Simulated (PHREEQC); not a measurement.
A solution holds 0.0017 mol Cu(BF4)2 and 0.021 mol HCl per kg of water, at 25 °C. Closed to the air; pH follows from the charge balance.

All values are PHREEQC results (ion-association model, phreeqc.dat), not measurements.

Task: The ionic strength comes out as 0.0250 mol/kgw. What activity coefficients do Cu+2, F-, BF3OH-, BF2(OH)2-, CuF+ get?

Result: Cu+2 0.57, F- 0.86, BF3OH- 0.86, BF2(OH)2- 0.86, CuF+ 0.86.

No solid was allowed to form. Real BF4- forms and hydrolyses slowly; the run takes it at equilibrium.
